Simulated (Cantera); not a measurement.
A closed system holds: 1 mol Fe2O3, 0.3 mol CH4, 0.67 mol CO, held at 133 Pa.

Method: chemical equilibrium by Gibbs-energy minimisation in Cantera with the NASA 1993 tables (ideal gas, pure condensed phases). Candidate condensed phases: C, C6H6, C7H8, C8H18, Fe, Fe(CO)5, FeO, Fe(OH)2, Fe(OH)3, Fe2O3, Fe3O4, H2O; 114 gas species. The tables' stoichiometric FeO is somewhat more stable than real wüstite, so its field is too wide. FeO: taken at fixed stoichiometry. Equilibrium is a limit: real reactors are often held back by kinetics, nucleation or transport. All values below are at 1425 K.

Base state: CO 0.390, CO2 0.228, H2O 0.218, H2 0.164, H 7.57e-5 (mole fractions); condensed: FeO(s).

Q: What changes in the equilibrium state with this change: Fe2O3 replaced by SiO2?

A: 
```
species               before     after
-------------------  -------  --------
CO                     0.390     0.586
H2                     0.164     0.401
SiO                        0    0.0136
CO2                    0.228   2.48e-6
H2O                    0.218   3.86e-6
H                    7.57e-5  0.000118
FeO(s), mol             2.00         0
SiC(s), mol                0    0.0932
SiO2(β-quartz), mol        0     0.886
```
Mutual solubility and eutectic melting of coexisting phases are not modelled. The tables hold silica as quartz up to 1696 K and as liquid above; real silica turns to tridymite and cristobalite and melts near 1996 K. Further candidate phases: Si, SiC, SiO2.
